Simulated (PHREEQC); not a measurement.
Solution (25 °C): 0.37 mol/kgw H2SO4, 0.00013 mol/kgw CuSO4, 0.031 mol/kgw Fe2(SO4)3 and 0.011 mol/kgw KOH. Closed to the air; pH follows from the charge balance.

Model: ion-association model, phreeqc.dat, run in PHREEQC.

No solid was allowed to form.

Order these S species by the share of S that they hold, largest first: SO4-2, Fe(SO4)2-, HSO4-, FeHSO4+2, FeSO4+.

HSO4- (75 %), SO4-2 (11 %), FeHSO4+2 (7.5 %), FeSO4+ (4.6 %), Fe(SO4)2- (1.8 %)

The pH is 0.58 and the ionic strength 0.542 mol/kgw.
